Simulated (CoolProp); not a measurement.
Saturation properties of n-pentane (Tc = 469.7 K, pc = 3368 kPa, ω = 0.251).

Model: reference Helmholtz-energy equation of state, Thol 2019, in CoolProp.

```
T (K)  p (kPa)  liquid density (kg/m³)  vapour density (kg/m³)  vapour viscosity (µPa s)  liquid conductivity (mW/(m K))
-----  -------  ----------------------  ----------------------  ------------------------  ------------------------------
361.5    452.4                   551.8                   12.42                      7.81                            90.9
372.4    583.1                   538.1                   15.98                      7.97                            87.8
383.3    740.2                   523.6                   20.37                      8.12                            84.9
394.1    924.9                   508.2                   25.70                      8.27                            82.3
405       1144                   491.6                   32.32                      8.42                            79.8
415.9     1400                   473.3                   40.57                      8.59                            77.7
426.8     1696                   452.9                   51.01                      8.79                            75.9
437.7     2037                   429.3                   64.64                      9.06                            74.5
448.5     2425                   400.8                   83.27                      9.47                            74.0
```

It boils at 309.2 K under 1 atm.

Viscosity comes from a separate model (Quiñones-Cisneros 2006), older than the equation that it now runs on, and unchecked against measurements. Thermal conductivity comes from a separate model (Vassiliou 2015).
